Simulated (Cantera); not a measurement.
What does this Cantera script print?

```python
import numpy as np
import cantera as ct

gas_names = """
    H HO2 H2 H2O H2O2 O OH O2 O3 P PH PH3 PO PO2 P2 P4 P4O10
""".split()
cond_names = """
    H2O(s) H2O(L) P(cr) P(L) P4O10(s)
""".split()


# ... load() reads the species with a 1 bar reference pressure and builds the phases ...
atoms = {
    'PH3': {'P': 1, 'H': 3},
    'H2': {'H': 2},
    'O2': {'O': 2},
}
top_T = {'P4O10(s)': 690}  # K; cautious upper limits of use, not melting points


# ... equilibrate(T, P, feed) seeds the gas with the atoms and calls Mixture.equilibrate('TP', solver="vcs", rtol=1e-11, max_steps=5000) ...
results = []
feed = {'PH3': 1, 'H2': 0.8, 'O2': 5.2}  # mol
T = 1273  # K
P = 2300  # Pa
mix = equilibrate(T, P, feed)
results.append((T, P, feed, dict(zip(mix.species_names, mix.species_moles))))
print(gas.report(threshold=0.0001))
for i in range(1, mix.n_phases):
    print(f"{mix.phase(i).name:16s} {mix.phase_moles(i):12.5e} mol")
```

Output:

```
       temperature   1273 K
          pressure   2300 Pa
           density   0.0082045 kg/m^3
  mean mol. weight   37.756 kg/kmol
   phase of matter   gas

                          1 kg             1 kmol
                     ---------------   ---------------
          enthalpy       -5.1297e+06       -1.9368e+08  J
   internal energy         -5.41e+06       -2.0426e+08  J
           entropy            8258.8        3.1182e+05  J/K
    Gibbs function       -1.5643e+07       -5.9063e+08  J
 heat capacity c_p            1396.9             52740  J/K
 heat capacity c_v            1176.6             44426  J/K

                      mass frac. Y      mole frac. X     chem. pot. / RT
                     ---------------   ---------------   ---------------
               H2O           0.20511           0.42987           -53.136
                O2           0.44353           0.52334           -31.685
             P4O10           0.35133          0.046726           -350.46
     [  +14 minor]        3.7116e-05        6.0102e-05

P(L)              0.00000e+00 mol
```

Cantera equilibrium calculation (NASA polynomials, part measured and part estimated; ideal gas, pure solids and liquids). Gases not in the tables: HPO2, HPO3 and P4O6.
